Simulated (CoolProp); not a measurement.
Decamethyltetrasiloxane (MD2M) along the isotherm 326.85 °C: Z from the reference equation and from simpler models built on Tc = 326.2 °C, pc = 1144 kPa, ω = 0.635; each cubic takes its own stable root.

Computed with CoolProp (reference Helmholtz-energy equation of state, Thol 2017).

```json
[
 {"p (kPa)": "220", "phase": "gas", "reference": "0.9359"},
 {"p (kPa)": "440", "phase": "gas", "reference": "0.8645"},
 {"p (kPa)": "660", "phase": "gas", "reference": "0.7805"},
 {"p (kPa)": "880", "phase": "gas", "reference": "0.6714"},
 {"p (kPa)": "1100", "phase": "gas", "reference": "0.4782"},
 {"p (kPa)": "1320", "phase": "supercritical", "reference": "0.1990"},
 {"p (kPa)": "1540", "phase": "supercritical", "reference": "0.2177"},
 {"p (kPa)": "1760", "phase": "supercritical", "reference": "0.2400"},
 {"p (kPa)": "1980", "phase": "supercritical", "reference": "0.2631"},
 {"p (kPa)": "2200", "phase": "supercritical", "reference": "0.2866"},
 {"p (kPa)": "2420", "phase": "supercritical", "reference": "0.3100"},
 {"p (kPa)": "2640", "phase": "supercritical", "reference": "0.3335"},
 {"p (kPa)": "2860", "phase": "supercritical", "reference": "0.3568"}
]
```

Question: How far does each simpler model (Redlich-Kwong, Soave-Redlich-Kwong) lie from the reference over these 13 states: mean and median of the absolute difference, and the worst?

Answer: 
- Redlich-Kwong: mean 13.1 %, median 16.3 %, worst +29.1 % at 326.85 °C and 1320 kPa
- Soave-Redlich-Kwong: mean 13.3 %, median 16.4 %, worst +29.6 % at 326.85 °C and 1320 kPa
